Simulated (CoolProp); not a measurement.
Saturation properties of neopentane (Tc = 160.6 °C, pc = 31.96 bar, ω = 0.196).

Computed with CoolProp (reference Helmholtz-energy equation of state, Lemmon 2006). It is a short technical equation, of lower accuracy than the large ones.

```csv
T (°C),p (bar),enthalpy of vaporisation (kJ/kg),vapour Z,surface tension (mN/m)
58.95,4.487,272.6,0.8739,7.71
64.65,5.165,266.7,0.8608,7.19
70.35,5.917,260.5,0.8468,6.68
76.05,6.746,[?],0.8319,6.17
81.75,7.657,247.4,0.8160,5.67
87.45,8.656,240.2,0.7991,5.18
93.15,9.747,232.8,0.7810,4.70
98.85,10.94,224.8,0.7617,4.22
104.55,12.23,216.4,0.7411,3.75
110.25,[?],207.3,0.7190,3.30
116.05,15.17,197.4,0.6948,2.84
121.75,16.81,186.9,0.6691,2.41
127.45,18.57,175.4,0.6410,[?]
```

### Question
Complete the blanks.

### Answer

- 76.05, enthalpy of vaporisation (kJ/kg): 254.1
- 110.25, p (bar): 13.63
- 127.45, surface tension (mN/m): 1.99

It boils at 9.5 °C under 1 atm.

Surface tension comes from a separate correlation (Mulero 2014).
